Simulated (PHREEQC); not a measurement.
# Nickel, zinc or cadmium bath with alkaline etch or developer (model solution)

Solution A (0.033 mol/kgw Ni(NO3)2, 0.095 mol/kgw KCl and 0.0035 mol/kgw HCl) is mixed with solution B (0.02 mol LiOH, 0.0022 mol CO2 and 4.2e-05 mol Na2CO3 per kg of water) at 25 °C; shares are by mass of water, 1 kg in all. Oxygen alone is held at its pressure in air (log pO2 = -0.68). CO2 from the air is kept out. Solids allowed: Ni(OH)2, NiCO3, Halite, Nahcolite, Natron. Others were left out.

Model: ion-association model, wateq4f.dat, run in PHREEQC.

```csv
share of solution B,pH,Ni(OH)2 (mol),CO3-2 (mol/kgw)
0,2.55,0,0
0.1,3.04,0,1.77e-14
0.2,6.45,0.000245,1.59e-8
0.4,6.52,0.00224,4.01e-8
0.5,6.58,0.00324,6.00e-8
0.6,6.66,0.00424,9.53e-8
0.8,9.50,0.00659,0.000345
0.9,11.78,0.00330,0.00197
1,12.13,0,0.00222
```

Ni(OH)2 from share of solution B = 0.2 (pH 6.45), last present at share of solution B = 0.9.

Species that the database lacks are ignored. The database's nickel carbonate constants are estimates that later reviews lower a good deal. The database's Ni(OH)2 is the aged solid; a fresh precipitate is more soluble.
